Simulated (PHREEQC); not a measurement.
2.5 g of hydrous ferric oxide (600 m²/g; 0.2 weak and 0.005 strong sites per Fe, Dzombak-Morel constants, diffuse double layer) in 1 kg of water with 0.1 mol/kgw of an inert sodium salt and 0.91 mmol/kgw H3BO3 and 9.7 mmol/kgw ZnSO4, at 25 °C; the pH is set by adding NaOH or the inert anion's acid. Oxygen alone is held at its pressure in air (log pO2 = -0.68). The system is closed to CO2. No solid was allowed to form.

Model: ion-association model, wateq4f.dat, run in PHREEQC.

```
pH    B sorbed (%)  S sorbed (%)  Zn sorbed (%)
----  ------------  ------------  -------------
4              0.0          24.2            0.2
4.38           0.0          23.9            0.7
4.75           0.0          23.4            1.4
5.12           0.1          22.3            2.3
5.5            0.2          20.3            5.8
5.88           0.3          17.8           16.0
6.25           0.3          15.8           28.7
6.62           0.2          14.7           36.7
7              0.1          14.1           40.6
7.38           0.1          13.4           42.5
7.75           0.0          12.4           43.6
8.12           0.0          11.0           44.1
8.5            0.0           9.0           43.8
8.88           0.0           6.3           42.0
9.25           0.0           3.1           38.7
9.62           0.0           1.0           35.5
10             0.0           0.2           33.0
```

Along this series the solution becomes supersaturated in solids that the run did not let form, among them Zn(OH)2-a, Zn4(OH)6SO4.
